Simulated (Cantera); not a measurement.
Cantera run:

```python
import numpy as np
import cantera as ct

gas_names = """
    H HO2 H2 H2O H2O2 H2S H2SO4 O OH O2 O3 S SH SO SO2 SO3 S2 S2O S8
""".split()
cond_names = """
    H2O(s) H2O(L) H2SO4(L) S(cr1) S(cr2) S(L)
""".split()


def load(file, names, dense=False):
    # The tables refer to 1 bar. Condensed volumes are neglected.
    table = {s.name: s for s in ct.Species.list_from_file(file)}
    out = []
    for n in names:
        d = dict(table[n].input_data)
        d["thermo"] = dict(d["thermo"], **{"reference-pressure": 1e5})
        if dense:
            d["equation-of-state"] = {"model": "constant-volume", "density": "1e6 g/cm^3"}
        out.append(ct.Species.from_dict(d))
    return out


gas = ct.Solution(thermo="ideal-gas", species=load("nasa_gas.yaml", gas_names))
cond = {s.name: ct.Solution(thermo="fixed-stoichiometry", species=[s], name=s.name)
        for s in load("nasa_condensed.yaml", cond_names, dense=True)}
atoms = {
    'H2S': {'H': 2, 'S': 1},
    'O2': {'O': 2},
    'H2': {'H': 2},
}
top_T = {}  # K; cautious upper limits of use, not melting points


def equilibrate(T, P, feed):
    n = {}
    for name, mol in feed.items():
        for a, k in atoms[name].items():
            n[a] = n.get(a, 0.0) + k * mol
    gas.TPX = T, P, n
    mass = sum(n.values()) * gas.mean_molecular_weight
    gas.equilibrate("TP")
    valid = [c for c in cond.values() if c.min_temp <= T <= top_T.get(c.name, c.max_temp)]
    mix = ct.Mixture([(gas, mass / gas.mean_molecular_weight)] + [(c, 0.0) for c in valid])
    mix.T, mix.P = T, P
    mix.equilibrate("TP", solver="vcs", rtol=1e-11, max_steps=5000)
    return mix


results = []
feed = {'H2S': 1, 'O2': 0.25, 'H2': 4.3}  # mol
T = 1350  # K
P = 6500  # Pa
mix = equilibrate(T, P, feed)
results.append((T, P, feed, dict(zip(mix.species_names, mix.species_moles))))
x = sorted(zip(gas.X, gas.species_names), reverse=True)
print(f"T = {T:g} K  P = {P:g} Pa  gas = {mix.phase_moles(0):.4g} mol")
print("   x: " + "  ".join(f"{s} {v:.3e}" for v, s in x if v > 1e-06))
print("   condensed (mol): " + ("  ".join(f"{mix.phase(i).name} {mix.phase_moles(i):.4g}"
      for i in range(1, mix.n_phases) if mix.phase_moles(i) > 1e-12) or "none"))
```

Output:

```
T = 1350 K  P = 6500 Pa  gas = 5.364 mol
   x: H2 7.318e-01  H2S 1.627e-01  H2O 9.321e-02  S2 1.147e-02  SH 7.657e-04  H 7.997e-06  SO2 4.250e-06  SO 3.895e-06  S 2.474e-06  S2O 1.886e-06
   condensed (mol): none
```

Cantera equilibrium calculation (NASA polynomials, part measured and part estimated; ideal gas, pure solids and liquids).
